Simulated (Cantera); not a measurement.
Cantera run, input and output.

```python
import numpy as np
import cantera as ct

gas = ct.Solution("gri30.yaml")
gas.TPX = 1350, 1000000, {'CH4': 1, 'H2O': 0.09}
reactor = ct.IdealGasConstPressureReactor(gas, energy="off", clone=False)
net = ct.ReactorNet([reactor])
net.rtol, net.atol = 1e-08, 1e-18
show = ['CH4', 'H2O', 'HO2', 'O', 'C2H4', 'CH2O', 'CO']
times = np.geomspace(0.0003, 5, 14)

steps = ct.SolutionArray(gas, extra=["t"])
rows = []
print(f"{'t/s':>10s}{'T/K':>9s}{'P/Pa':>11s}" + "".join(f"{s:>11s}" for s in show))
for t in times:
    while net.time < t:
        t_next = net.step()
        steps.append(gas.state, t=t_next)
    rows.append([np.interp(t, steps.t, y) for y in (steps.T, steps.P, *steps(*show).X.T)])
    print(f"{t:10.3e}{rows[-1][0]:9.1f}{rows[-1][1]:11.4g}" + "".join(f"{x:11.3e}" for x in rows[-1][2:]))
rate = np.gradient(steps.T, steps.t)
print("integrator steps:", len(steps.t))
if steps.T.max() > steps.T[0] + 200:
    print(f"time of steepest temperature rise: {steps.t[rate.argmax()]:.4e} s")
gas.TPX = 1350, 1000000, {'CH4': 1, 'H2O': 0.09}
gas.equilibrate("TP")
print(f"equilibrium (TP): T = {gas.T:.1f} K  " + "  ".join(f"{s} {gas[s].X[0]:.3e}" for s in show))
```

Result:

```
       t/s      T/K       P/Pa        CH4        H2O        HO2          O       C2H4       CH2O         CO
 3.000e-04   1350.0      1e+06  9.174e-01  8.257e-02  4.237e-20  4.012e-16  5.508e-07  3.299e-10  8.213e-12
 6.337e-04   1350.0      1e+06  9.173e-01  8.257e-02  4.416e-20  4.128e-16  1.571e-06  8.559e-10  5.159e-11
 1.339e-03   1350.0      1e+06  9.172e-01  8.257e-02  4.777e-20  4.361e-16  4.563e-06  2.118e-09  2.856e-10
 2.827e-03   1350.0      1e+06  9.170e-01  8.257e-02  5.539e-20  4.837e-16  1.470e-05  5.377e-09  1.577e-09
 5.972e-03   1350.0      1e+06  9.165e-01  8.256e-02  7.111e-20  5.760e-16  5.365e-05  1.420e-08  9.240e-09
 1.262e-02   1350.0      1e+06  9.154e-01  8.255e-02  1.007e-19  7.348e-16  2.129e-04  3.608e-08  5.642e-08
 2.665e-02   1350.0      1e+06  9.127e-01  8.249e-02  1.425e-19  9.337e-16  8.210e-04  7.383e-08  3.123e-07
 5.629e-02   1350.0      1e+06  9.062e-01  8.231e-02  1.706e-19  1.044e-15  2.596e-03  1.025e-07  1.290e-06
 1.189e-01   1350.0      1e+06  8.916e-01  8.183e-02  1.713e-19  1.011e-15  6.063e-03  1.030e-07  3.889e-06
 2.512e-01   1350.0      1e+06  8.611e-01  8.071e-02  1.641e-19  9.250e-16  1.116e-02  9.343e-08  1.122e-05
 5.305e-01   1350.0      1e+06  8.043e-01  7.865e-02  1.799e-19  8.994e-16  2.058e-02  8.316e-08  3.746e-05
 1.121e+00   1350.0      1e+06  7.174e-01  7.580e-02  3.516e-19  1.287e-15  4.193e-02  8.437e-08  1.322e-04
 2.367e+00   1350.0      1e+06  6.504e-01  7.348e-02  6.942e-19  1.939e-15  6.058e-02  9.035e-08  4.527e-04
 5.000e+00   1350.0      1e+06  6.440e-01  7.233e-02  7.188e-19  1.992e-15  6.195e-02  9.005e-08  1.197e-03
integrator steps: 1340
equilibrium (TP): T = 1350.0 K  CH4 6.150e-01  H2O 7.880e-06  HO2 7.412e-27  O 2.450e-19  C2H4 2.737e-02  CH2O 8.782e-08  CO 6.799e-02
```

Computed with Cantera and GRI-Mech 3.0 (53 species, 325 reactions). GRI-Mech 3.0 stops at C3 and has no aromatics, soot or wall deposition, so with more carbon than oxygen in the feed, carbon stays in small species such as C2H2 where larger ones or solid carbon would form.
